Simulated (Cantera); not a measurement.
Feed: 1 mol SiF4, 19 mol N2, equilibrated at 1248.15 K and 1.33 mbar.

Equilibrium computed with Cantera from the NASA thermochemical tables; the gas is ideal and each condensed phase is pure. Candidate condensed phases: Si, Si3N4; 16 gas species. The numbers say what is thermodynamically allowed, not how fast it happens.

Base state: N2 0.950, SiF4 0.0500 (mole fractions); condensed: gas only.

**Question.** What changes in the equilibrium state with this change: temperature from 1248.15 K to 2050 K?

**Answer.** 
```tsv
species	before	after
N2	0.950	0.948
SiF4	0.0500	0.0483
F	1.75e-8	0.00167
SiF3	1.75e-8	0.00164
SiF2	<1e-9	1.56e-5
```
The tables' values for SiF3, SiF2 are old estimates; treat these amounts as uncertain.
